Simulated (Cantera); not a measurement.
Input: 1 mol HMDSO, 0.054 mol O₃, at 45000 Pa.

These are equilibrium values from Cantera (NASA tables, ideal gas, pure condensed phases), not measurements of a reactor. Candidate condensed phases: C, C₆H₆, C₇H₈, C₈H₁₈, H₂O, Si, SiC, SiO₂; 123 gas species. The feed counts by its element totals alone. Mutual solubility and eutectic melting of coexisting phases are not modelled. The tables hold silica as quartz up to 1696 K and as liquid above; real silica turns to tridymite and cristobalite and melts near 1996 K. Gases not in the tables: Si₂H₆ and higher silanes. Rates play no part.

x: gas mole fraction; n: condensed amount in mol.

| T (K) | x H₂ | x CH₄ | x CO | x H | x SiO | x C₂H₂ (acetylene) | x H₂O | n C(graphite) | n SiC(s) | n SiO₂(α-quartz) | n SiO₂(β-quartz) |
|---|---|---|---|---|---|---|---|---|---|---|---|
| 600 | 0.142 | 0.858 | <1e-12 | <1e-12 | <1e-12 | <1e-12 | <1e-12 | … | 1.42 | 0.581 | 0 |
| 750 | 0.556 | 0.444 | 1.32e-12 | <1e-12 | <1e-12 | <1e-12 | 3.01e-11 | … | 1.42 | 0.581 | 0 |
| 900 | 0.889 | 0.111 | 4.73e-9 | 1.64e-10 | <1e-12 | 5.00e-11 | 4.60e-9 | … | 1.42 | 0 | 0.581 |
| 1050 | 0.975 | 0.0245 | 1.58e-6 | 1.19e-8 | 2.05e-10 | 4.03e-9 | 1.26e-7 | 4.37 | 1.42 | 0 | 0.581 |
| 1200 | 0.993 | 0.00701 | 0.000121 | 2.93e-7 | 4.89e-8 | 1.02e-7 | 1.40e-6 | 4.52 | 1.42 | 0 | 0.580 |
| 1350 | 0.994 | 0.00256 | 0.00347 | 3.54e-6 | 3.38e-6 | 1.23e-6 | 8.90e-6 | 4.51 | 1.43 | 0 | 0.565 |
| 1500 | 0.949 | 0.00104 | 0.0501 | 2.56e-5 | 9.83e-5 | 8.56e-6 | 3.68e-5 | … | 1.66 | 0 | 0.343 |
| 1650 | 0.885 | 0.000468 | 0.114 | 0.000127 | 0.000395 | 4.04e-5 | 2.92e-5 | 2.84 | 2.00 | 0 | 0 |
| 1800 | 0.885 | 0.000271 | 0.114 | 0.000502 | 0.000632 | 0.000155 | 1.29e-5 | 2.85 | 1.99 | 0 | 0 |
| 1950 | 0.883 | 0.000171 | 0.113 | 0.00161 | 0.000937 | 0.000483 | 6.48e-6 | 2.85 | 1.99 | 0 | 0 |
| 2100 | 0.880 | 0.000115 | 0.113 | 0.00436 | 0.00131 | 0.00127 | 3.59e-6 | 2.84 | 1.99 | 0 | 0 |

### Question
Some entries are withheld; supply them.

### Answer

- 600, n C(graphite): 0.425
- 750, n C(graphite): 1.81
- 900, n C(graphite): 3.68
- 1500, n C(graphite): 3.86
